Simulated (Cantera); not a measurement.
# Transport properties of process gases

Gas mixture: 32.6 % C3H8, 16.5 % NH3, 30.0 % H2O, 20.9 % C2H4, at 3.70 bar, frozen composition.

Cantera's kinetic-theory transport with the Lennard-Jones parameters of GRI-Mech 3.0, ideal gas; thermal conductivity in the mixture-averaged form. Polar gases are described roughly by these parameters.

```
T (K)  ρ (kg/m³)  cp (J/kg/K)  μ (µPa s)  λ (mW/m/K)     Pr  D (cm²/s) O  D (cm²/s) OH  D (cm²/s) H2O
-----  ---------  -----------  ---------  ----------  -----  -----------  ------------  -------------
400         3.17         2050       12.6        35.2  0.732        0.118         0.115         0.0684
500         2.53         2360       15.5        48.9  0.749        0.175         0.172          0.106
600         2.11         2641       18.3        63.6  0.761        0.241         0.237          0.152
700         1.81         2886       21.0        78.7  0.769        0.315         0.309          0.204
800         1.58         3096       23.5        94.2  0.773        0.396         0.389          0.262
900         1.41         3281       25.9         110  0.774        0.484         0.475          0.325
1000        1.27         3455       28.2         126  0.777        0.579         0.568          0.394
```
D: mixture-averaged diffusion coefficient of that species in the mixture.
